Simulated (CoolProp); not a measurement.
Vapour-liquid equilibrium of benzene (1) + ethanol (2) at 313.5 K; x and y are mole fractions of (1).

The numbers come from the multi-fluid Helmholtz-energy mixture model, Thol 2012 and Schroeder 2014; pair parameters Bell 2016 in CoolProp.

```
x     bubble pressure, mixture model (MPa)  bubble pressure, Raoult's law (MPa)  y, mixture model  y, Raoult's law
----  ------------------------------------  -----------------------------------  ----------------  ---------------
0.05                               0.02199                              0.01853        (withheld)            0.067
0.2                                0.03037                              0.01951        (withheld)            0.254
0.35                               0.03373                              0.02049             0.591            0.423
0.5                                0.03437                              0.02147             0.613            0.576
0.65                               0.03438                              0.02245        (withheld)            0.716
0.8                                0.03390                              0.02343             0.642            0.845
0.95                               0.02917                              0.02441             0.812            0.963
```

**Question.** What belongs in the gaps?

**Answer.** 
- 0.05, y, mixture model: 0.211
- 0.2, y, mixture model: 0.501
- 0.65, y, mixture model: 0.616

The largest gap from Raoult's law is +64.6 % in bubble pressure, at x = 0.35. y crosses x between x = 0.5 and 0.65: the model has an azeotrope there.

Pair parameters are fitted to limited data, so mixtures are less certain than the pure fluids. With so large a gap from Raoult's law the liquid may split in two, which this calculation doesn't test in full.
